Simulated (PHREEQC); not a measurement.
Dissolve 0.13 mol NH4Cl, 5.3e-05 mol NaOH and 0.0043 mol LiCl per kg of water at 10 °C. It is in equilibrium with CO2 at log p = 0 (atm). Otherwise closed; pH follows from the charge balance.

All values are PHREEQC results (ion-association model, phreeqc.dat), not measurements.

```json
[
 {"quantity": "pH", "before": "3.92", "after": "3.94"},
 {"quantity": "HCO3- (mol/kgw)", "before": "0.000199", "after": "0.000181"},
 {"quantity": "NaHCO3 (mol/kgw)", "before": "3.76e-9", "after": "4.58e-9"},
 {"quantity": "CO3-2 (mol/kgw)", "before": "1.17e-10", "after": "7.42e-11"},
 {"quantity": "SI of Halite (NaCl)", "before": "-6.94", "after": "-7.71"}
]
```

**Question.** What was changed between the two runs?
(A) LiCl from 0.0043 to 0.00473 mol/kgw
(B) NH4Cl from 0.13 to 0.013 mol/kgw
(C) NaOH from 5.3e-05 to 7.95e-05 mol/kgw
(D) NH4Cl from 0.13 to 0.143 mol/kgw

**Answer.** B, NH4Cl from 0.13 to 0.013 mol/kgw

No solid was allowed to form. Carbamate, which ammonia and carbonate form, is missing from the database. Constants without temperature data keep their 25 °C values here.
